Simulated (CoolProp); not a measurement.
Computed with CoolProp (reference Helmholtz-energy equation of state, Bücker 2006).

Question: For n-butane, give the phase and the cp (kJ/(kg K)), speed of sound (m/s), Joule-Thomson coefficient (K/MPa), isothermal compressibility (1/MPa) at 254.8 K and 3.27 MPa; 254.8 K and 6.55 MPa; 254.8 K and 12 MPa.

Answer: 
- 254.8 K and 3.27 MPa: liquid; cp 2.22, speed of sound 1160, Joule-Thomson coefficient -0.427, isothermal compressibility 0.00166
- 254.8 K and 6.55 MPa: liquid; cp 2.21, speed of sound 1190, Joule-Thomson coefficient -0.437, isothermal compressibility 0.00158
- 254.8 K and 12 MPa: liquid; cp 2.20, speed of sound 1230, Joule-Thomson coefficient -0.451, isothermal compressibility 0.00145
